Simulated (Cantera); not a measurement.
Cantera run, input and output.

```python
import numpy as np
import cantera as ct

gas = ct.Solution("gri30.yaml")
gas.TPX = 2173, 1000000, {'CH4': 1, 'CO2': 0.48, 'H2': 1.2}
reactor = ct.IdealGasConstPressureReactor(gas, energy="off", clone=False)
net = ct.ReactorNet([reactor])
net.rtol, net.atol = 1e-08, 1e-18
show = ['CH4', 'CO2', 'H2', 'H', 'CO', 'O2', 'CH3']
times = np.geomspace(0.0002, 50, 9)

steps = ct.SolutionArray(gas, extra=["t"])
rows = []
print(f"{'t/s':>10s}{'T/K':>9s}{'P/Pa':>11s}" + "".join(f"{s:>11s}" for s in show))
for t in times:
    while net.time < t:
        t_next = net.step()
        steps.append(gas.state, t=t_next)
    rows.append([np.interp(t, steps.t, y) for y in (steps.T, steps.P, *steps(*show).X.T)])
    print(f"{t:10.3e}{rows[-1][0]:9.1f}{rows[-1][1]:11.4g}" + "".join(f"{x:11.3e}" for x in rows[-1][2:]))
rate = np.gradient(steps.T, steps.t)
print("integrator steps:", len(steps.t))
if steps.T.max() > steps.T[0] + 200:
    print(f"time of steepest temperature rise: {steps.t[rate.argmax()]:.4e} s")
gas.TPX = 2173, 1000000, {'CH4': 1, 'CO2': 0.48, 'H2': 1.2}
gas.equilibrate("TP")
print(f"equilibrium (TP): T = {gas.T:.1f} K  " + "  ".join(f"{s} {gas[s].X[0]:.3e}" for s in show))
```

It prints:

```
       t/s      T/K       P/Pa        CH4        CO2         H2          H         CO         O2        CH3
 2.000e-04   2173.0      1e+06  2.569e-02  5.540e-03  6.011e-01  1.198e-03  1.457e-01  1.444e-09  9.763e-04
 9.457e-04   2173.0      1e+06  1.535e-02  3.335e-03  6.451e-01  1.246e-03  1.819e-01  4.613e-10  5.667e-04
 4.472e-03   2173.0      1e+06  9.785e-03  7.108e-04  6.885e-01  1.278e-03  2.233e-01  1.592e-11  3.475e-04
 2.115e-02   2173.0      1e+06  8.291e-03  2.773e-06  6.985e-01  1.285e-03  2.328e-01  2.767e-16  2.919e-04
 1.000e-01   2173.0      1e+06  8.288e-03  1.042e-06  6.985e-01  1.285e-03  2.328e-01  5.053e-17  2.917e-04
 4.729e-01   2173.0      1e+06  8.288e-03  1.042e-06  6.985e-01  1.285e-03  2.328e-01  5.053e-17  2.917e-04
 2.236e+00   2173.0      1e+06  8.288e-03  1.042e-06  6.985e-01  1.285e-03  2.328e-01  5.053e-17  2.917e-04
 1.057e+01   2173.0      1e+06  8.288e-03  1.042e-06  6.985e-01  1.285e-03  2.328e-01  5.053e-17  2.917e-04
 5.000e+01   2173.0      1e+06  8.288e-03  1.042e-06  6.985e-01  1.285e-03  2.328e-01  5.053e-17  2.917e-04
integrator steps: 1497
equilibrium (TP): T = 2173.0 K  CH4 8.288e-03  CO2 1.053e-06  H2 6.985e-01  H 1.285e-03  CO 2.328e-01  O2 5.153e-17  CH3 2.917e-04
```

Computed with Cantera and GRI-Mech 3.0 (53 species, 325 reactions). GRI-Mech 3.0 stops at C3 and has no aromatics, soot or wall deposition, so with more carbon than oxygen in the feed, carbon stays in small species such as C2H2 where larger ones or solid carbon would form.
